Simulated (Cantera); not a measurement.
What does this Cantera script print?

```python
import numpy as np
import cantera as ct

gas_names = """
    H H2 N NH NH2 NH3 N2 N2H2 N2H4 Si SiH SiH2 SiH3 SiH4 SiN Si2 Si2N Si3
""".split()
cond_names = """
    Si(cr) Si(L) Si3N4(a)
""".split()


# ... load() reads the species with a 1 bar reference pressure and builds the phases ...
atoms = {
    'SiH4': {'Si': 1, 'H': 4},
    'N2': {'N': 2},
}
top_T = {'Si3N4(a)': 2400}  # K; cautious upper limits of use, not melting points


# ... equilibrate(T, P, feed) seeds the gas with the atoms and calls Mixture.equilibrate('TP', solver="vcs", rtol=1e-11, max_steps=5000) ...
results = []
feed = {'SiH4': 1, 'N2': 33}  # mol
T = 800  # K
P = 100000  # Pa
mix = equilibrate(T, P, feed)
results.append((T, P, feed, dict(zip(mix.species_names, mix.species_moles))))
print(gas.report(threshold=1e-05))
for i in range(1, mix.n_phases):
    print(f"{mix.phase(i).name:16s} {mix.phase_moles(i):12.5e} mol")
```

Output:

```
       temperature   800 K
          pressure   1e+05 Pa
           density   0.39841 kg/m^3
  mean mol. weight   26.501 kg/kmol
   phase of matter   gas

                          1 kg             1 kmol
                     ---------------   ---------------
          enthalpy        5.6689e+05        1.5023e+07  J
   internal energy        3.1589e+05        8.3713e+06  J
           entropy            8274.9        2.1929e+05  J/K
    Gibbs function       -6.0531e+06       -1.6041e+08  J
 heat capacity c_p              1182             31324  J/K
 heat capacity c_v            868.26             23009  J/K

                      mass frac. Y      mole frac. X     chem. pot. / RT
                     ---------------   ---------------   ---------------
                H2          0.004427          0.058194           -19.825
               NH3        2.6177e-05        4.0732e-05           -41.927
                N2           0.99555           0.94177           -24.381
     [  +15 minor]        2.6817e-14        6.9914e-13

Si(cr)            0.00000e+00 mol
Si3N4(a)          3.33333e-01 mol
```

These are equilibrium values from Cantera (NASA tables, ideal gas, pure condensed phases), not measurements of a reactor. N2 is the only nitrogen source here; it is nearly inert below about 1500 K, so the nitride shown seldom forms there in practice.
